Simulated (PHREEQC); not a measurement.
Solution A (0.087 mol/kgw HF, 0.0003 mol/kgw (CH3)4NF and 5.7e-05 mol/kgw H2SO4) is mixed with solution B (0.023 mol TMAH and 2.3e-05 mol H4SiO4 per kg of water) at 50 °C; shares are by mass of water, 1 kg in all. Oxygen alone is held at its pressure in air (log pO2 = -0.68). No CO2 enters from the air. Solids allowed: SiO2(a). Others were left out.

The numbers come from PHREEQC with the ion-association model, phreeqc.dat.

Q: Predict pH, HF (mol/kgw), SiF6-2 (mol/kgw), SO4-2 (mol/kgw) at share of solution B = 0, 0.1, 0.5, 0.6.

A: 
```
share of solution B    pH  HF (mol/kgw)  SiF6-2 (mol/kgw)  SO4-2 (mol/kgw)
-------------------  ----  ------------  ----------------  ---------------
0                    2.18        0.0781                 0          3.04e-5
0.1                  2.29        0.0687           2.30e-6          3.06e-5
0.5                  2.92        0.0292           1.15e-5          2.48e-5
0.6                  3.17        0.0191           1.38e-5          2.11e-5
```

Complexes and solids missing from the database can't appear. (CH3)4N+ isn't in the database: it is added as a free cation with an ion size of 4 Å. At this temperature some constants are extrapolated from 25 °C, and those without enthalpy data are left unchanged. SiF6-2 is the database's only silicon fluoride.
